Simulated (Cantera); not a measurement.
Charge: 1 mol HMDSO, 3.2 mol O3, 27 mol N2, equilibrated at 1848 K.

Method: chemical equilibrium by Gibbs-energy minimisation in Cantera with the NASA 1993 tables (ideal gas, pure condensed phases). Candidate condensed phases: C, C6H6, C7H8, C8H18, H2O, Si, SiC, SiO2, Si2N2O, Si3N4; 151 gas species. The feed counts by its element totals alone. The tables hold silica as quartz up to 1696 K and as liquid above; real silica turns to tridymite and cristobalite and melts near 1996 K. Gases not in the tables: Si(OH)4. The numbers say what is thermodynamically allowed, not how fast it happens.

### Question
Which condensed phases are stable at each of these points (P (Pa)): 5, 21, 85, 350, 1400, 5900, 24000, 100000?

### Answer
```tsv
P (Pa)	condensed phases	Si condensed (%)
5	gas only	0.0
21	gas only	0.0
85	SiO2(condensed)	35.6
350	SiO2(condensed)	72.7
1400	SiO2(condensed)	90.0
5900	SiO2(condensed)	97.1
24000	SiO2(condensed)	99.2
100000	SiO2(condensed)	99.8
```

From 5.00e-5 bar to 0.000210 bar nothing is condensed. From 0.000850 bar to 1.00 bar the condensed part is SiO2(condensed).
